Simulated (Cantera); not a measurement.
Feed: 1 mol borazine, 26 mol N2, held at 1727 °C.

These are equilibrium values from Cantera (NASA tables, ideal gas, pure condensed phases), not measurements of a reactor. Candidate condensed phases: B, BN; 15 gas species. The feed counts by its element totals alone. The tables' values for BH2 are old estimates; treat these amounts as uncertain. Rates play no part.

x: gas mole fraction; n: condensed amount in mol.

```tsv
P (Pa)	x N2	x H2	x H	x B	x BH2	n B(s)	n BN(s)
10	0.880	0.0739	0.0442	?	3.46e-5	2.96	0
32	0.884	0.0885	0.0270	?	2.67e-5	0	2.99
100	0.889	0.0947	0.0158	?	1.61e-5	0	3.00
320	0.893	0.0985	0.00902	?	9.35e-6	0	3.00
1000	0.894	0.101	0.00516	?	5.40e-6	0	3.00
3200	0.895	0.102	0.00290	?	3.06e-6	0	3.00
10000	0.896	0.103	0.00165	?	1.74e-6	0	3.00
32000	0.896	0.103	0.000922	?	9.76e-7	0	3.00
100000	0.896	0.103	0.000522	?	5.53e-7	0	3.00
```

### Question
Some entries are withheld; supply them.

### Answer

- 10, x B: 0.00133
- 32, x B: 0.000269
- 100, x B: 4.85e-5
- 320, x B: 8.46e-6
- 1000, x B: 1.53e-6
- 3200, x B: 2.67e-7
- 10000, x B: 4.83e-8
- 32000, x B: 8.44e-9
- 100000, x B: 1.53e-9
